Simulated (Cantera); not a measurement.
What does this Cantera script print?

```python
import numpy as np
import cantera as ct

gas_names = """
    CL CL2 H HCL H2 Si SiCL SiCL2 SiCL3 SiCL4 SiH SiHCL3 SiH2 SiH2CL2 SiH3 SiH3CL SiH4 Si2 Si3
""".split()
cond_names = """
    Si(cr) Si(L)
""".split()


# ... load() reads the species with a 1 bar reference pressure and builds the phases ...
atoms = {
    'Si': {'Si': 1},
    'Cl2': {'CL': 2},
    'H2': {'H': 2},
}
top_T = {}  # K; cautious upper limits of use, not melting points


# ... equilibrate(T, P, feed) seeds the gas with the atoms and calls Mixture.equilibrate('TP', solver="vcs", rtol=1e-11, max_steps=5000) ...
results = []
P = 13332.2  # Pa
for T in [1050, 1100, 1150, 1200, 1250, 1300, 1350, 1400, 1450, 1500, 1550]:
    for m in [0.5, 0.62, 0.77, 0.96, 1.2, 1.5, 1.8, 2.3, 2.8]:
        feed = {'Si': 1, 'Cl2': m, 'H2': 0.34}  # mol
        mix = equilibrate(T, P, feed)
        results.append((T, P, feed, dict(zip(mix.species_names, mix.species_moles))))

for T, P, feed, n in results:
    print(f"{T:7g} {feed['Cl2']:10.4g}  " + (" + ".join(c for c in cond_names if n.get(c, 0) > 1e-12) or "gas only"))
```

Output:

```
   1050        0.5  Si(cr)
   1050       0.62  Si(cr)
   1050       0.77  Si(cr)
   1050       0.96  Si(cr)
   1050        1.2  Si(cr)
   1050        1.5  Si(cr)
   1050        1.8  Si(cr)
   1050        2.3  gas only
   1050        2.8  gas only
   1100        0.5  Si(cr)
   1100       0.62  Si(cr)
   1100       0.77  Si(cr)
   1100       0.96  Si(cr)
   1100        1.2  Si(cr)
   1100        1.5  Si(cr)
   1100        1.8  Si(cr)
   1100        2.3  gas only
   1100        2.8  gas only
   1150        0.5  Si(cr)
   1150       0.62  Si(cr)
   1150       0.77  Si(cr)
   1150       0.96  Si(cr)
   1150        1.2  Si(cr)
   1150        1.5  Si(cr)
   1150        1.8  Si(cr)
   1150        2.3  gas only
   1150        2.8  gas only
   1200        0.5  Si(cr)
   1200       0.62  Si(cr)
   1200       0.77  Si(cr)
   1200       0.96  Si(cr)
   1200        1.2  Si(cr)
   1200        1.5  Si(cr)
   1200        1.8  Si(cr)
   1200        2.3  gas only
   1200        2.8  gas only
   1250        0.5  Si(cr)
   1250       0.62  Si(cr)
   1250       0.77  Si(cr)
   1250       0.96  Si(cr)
   1250        1.2  Si(cr)
   1250        1.5  Si(cr)
   1250        1.8  Si(cr)
   1250        2.3  gas only
   1250        2.8  gas only
   1300        0.5  Si(cr)
   1300       0.62  Si(cr)
   1300       0.77  Si(cr)
   1300       0.96  Si(cr)
   1300        1.2  Si(cr)
   1300        1.5  Si(cr)
   1300        1.8  Si(cr)
   1300        2.3  gas only
   1300        2.8  gas only
   1350        0.5  Si(cr)
   1350       0.62  Si(cr)
   1350       0.77  Si(cr)
   1350       0.96  Si(cr)
   1350        1.2  Si(cr)
   1350        1.5  Si(cr)
   1350        1.8  gas only
   1350        2.3  gas only
   1350        2.8  gas only
   1400        0.5  Si(cr)
   1400       0.62  Si(cr)
   1400       0.77  Si(cr)
   1400       0.96  Si(cr)
   1400        1.2  Si(cr)
   1400        1.5  Si(cr)
   1400        1.8  gas only
   1400        2.3  gas only
   1400        2.8  gas only
   1450        0.5  Si(cr)
   1450       0.62  Si(cr)
   1450       0.77  Si(cr)
   1450       0.96  Si(cr)
   1450        1.2  Si(cr)
   1450        1.5  Si(cr)
   1450        1.8  gas only
   1450        2.3  gas only
   1450        2.8  gas only
   1500        0.5  Si(cr)
   1500       0.62  Si(cr)
   1500       0.77  Si(cr)
   1500       0.96  Si(cr)
   1500        1.2  Si(cr)
   1500        1.5  gas only
   1500        1.8  gas only
   1500        2.3  gas only
   1500        2.8  gas only
   1550        0.5  Si(cr)
   1550       0.62  Si(cr)
   1550       0.77  Si(cr)
   1550       0.96  Si(cr)
   1550        1.2  Si(cr)
   1550        1.5  gas only
   1550        1.8  gas only
   1550        2.3  gas only
   1550        2.8  gas only
```

Cantera equilibrium calculation (NASA polynomials, part measured and part estimated; ideal gas, pure solids and liquids). The tables' values for SiCl3 are old estimates.
